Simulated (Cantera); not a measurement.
A freely propagating, adiabatic, planar premixed flame of H2 : O2 : N2 = 1 : 0.25 : 0.94 (molar parts), equivalence ratio 2.0, unburnt at 550 K and 0.424 atm; mixture-averaged transport, grid criteria slope 0.08 and curve 0.16, no radiation.

Cantera simulation using the H2/O2 subset of GRI-Mech 3.0, which has no nitrogen chemistry; the numbers are that mechanism's predictions, not measurements. Burning velocities carry a grid error of a few per cent, more on coarse grids.

Question: How do the results move with these cheaper or finer settings: unity-Lewis-number transport; multicomponent transport; multicomponent+Soret transport; grid criteria slope 0.5, curve 1; grid criteria slope 0.25, curve 0.5; grid criteria slope 0.03, curve 0.06?

Answer: 
```csv
setting,laminar burning velocity,thermal thickness,peak x(HO2),peak x(H2O2),grid points
as above,709 cm/s,1.31 mm,0.000146,5.12e-6,153
unity-Lewis-number transport,428 cm/s,1.12 mm,0.000120,2.79e-6,136
multicomponent transport,691 cm/s,1.31 mm,0.000145,5.10e-6,153
multicomponent+Soret transport,668 cm/s,1.29 mm,0.000146,5.29e-6,153
"grid criteria slope 0.5, curve 1",865 cm/s,1.90 mm,0.000133,3.78e-6,46
"grid criteria slope 0.25, curve 0.5",762 cm/s,1.51 mm,0.000143,4.47e-6,74
"grid criteria slope 0.03, curve 0.06",701 cm/s,1.27 mm,0.000146,5.34e-6,311
```
The base run took very roughly 1.7 core-seconds.
Unity Lewis numbers drop preferential diffusion, which matters most where H2 and H carry the flame; Soret adds thermal diffusion.
